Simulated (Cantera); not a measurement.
Feed: 1 mol SiH2Cl2, 0.066 mol Cl2, 26 mol N2, at 0.00320 bar.

Equilibrium computed with Cantera from the NASA thermochemical tables; the gas is ideal and each condensed phase is pure. Candidate condensed phases: NH4Cl, Si, Si3N4; 28 gas species. N2 is the only nitrogen source here; it is nearly inert below about 1500 K, so the nitride shown seldom forms there in practice. The tables' values for SiCl3 are old estimates; treat these amounts as uncertain. The numbers say what is thermodynamically allowed, not how fast it happens.

x: gas mole fraction; n: condensed amount in mol.

```tsv
T (°C)	x N2	x HCl	x H2	x SiCl2	x SiCl4	x SiCl3	x Cl	n Si3N4(s)
852	0.930	0.0571	0.00798	7.46e-5	0.00502	0.000175	4.46e-7	0.285
877	0.929	0.0574	0.00786	[?]	0.00487	0.000251	[?]	0.285
902	0.929	0.0575	0.00778	0.000258	0.00469	0.000352	1.24e-6	0.285
927	0.929	0.0576	0.00772	0.000458	0.00447	0.000483	1.98e-6	0.284
952	0.929	0.0576	0.00772	0.000784	0.00418	0.000644	3.11e-6	0.282
977	0.929	0.0574	0.00779	[?]	[?]	0.000831	[?]	0.279
1002	0.929	0.0570	0.00795	0.00206	0.00336	0.00103	7.08e-6	0.274
1027	0.928	0.0564	0.00824	0.00313	0.00283	0.00122	1.03e-5	0.267
1052	0.928	0.0554	0.00869	0.00453	0.00224	0.00137	1.44e-5	0.259
1077	0.927	0.0540	0.00934	0.00623	0.00166	0.00144	1.96e-5	0.248
1102	0.927	0.0522	0.0102	0.00813	0.00115	0.00143	2.59e-5	0.235
1127	0.927	0.0499	0.0113	0.0101	0.000752	0.00134	3.33e-5	0.221
1152	0.926	0.0473	0.0125	0.0121	0.000469	0.00120	4.18e-5	0.206
```

Question: Complete the blanks.

Answer: 
- 877, x SiCl2: 0.000141
- 877, x Cl: 7.51e-7
- 977, x SiCl2: 0.00130
- 977, x SiCl4: 0.00382
- 977, x Cl: 4.75e-6
